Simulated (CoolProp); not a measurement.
A simple Rankine cycle with R152A: condensing at 304.15 K, boiler at 2.33 MPa, turbine inlet 499 K, turbine efficiency 0.75, pump efficiency 0.8, no recuperator. Each further row changes one setting.

Computed with CoolProp (reference Helmholtz-energy equation of state, Outcalt 1996). It is a modified Benedict-Webb-Rubin equation, recast in Helmholtz form.

```csv
case,thermal efficiency (%),net work (kJ/kg),heat in (kJ/kg),turbine exit temperature (K),volume ratio over the turbine
as stated,9.2,47.7,517,455.1,3.13
condensing temperature 296.15 K,10.7,56.8,531,447.3,3.91
boiler pressure 1.63 MPa,6.6,34.8,524,469.0,2.21
turbine efficiency 0.65,7.9,41.0,517,459.8,3.17
```
